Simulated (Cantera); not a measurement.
Feed: 1 mol Al, 0.83 mol Cl₂, 49 mol N₂, at 450 K and 188 Torr.

These are equilibrium values from Cantera (NASA tables, ideal gas, pure condensed phases), not measurements of a reactor. Candidate condensed phases: Al, AlCl₃, AlN; 11 gas species. Equilibrium is a limit: real reactors are often held back by kinetics, nucleation or transport.

Base state: N₂ 0.994, Al₂Cl₆ 0.00561, AlCl₃ 6.61e-5 (mole fractions); condensed: AlN(s).

What changes in the equilibrium state with this change: Cl₂ from 0.83 to 1.5 mol?


```
species       before    after
-----------  -------  -------
N₂             0.994    0.990
Al₂Cl₆       0.00561   0.0101
AlCl₃        6.61e-5  8.85e-5
AlN(s), mol    0.447        0
```

What changes in the equilibrium state with this change: Cl₂ from 0.83 to 4.6 mol?


```csv
species,before,after
N₂,0.994,0.932
Cl₂,<1e-9,0.0589
Al₂Cl₆,0.00561,0.00946
AlCl₃,6.61e-5,8.58e-5
"AlN(s), mol",0.447,0
```
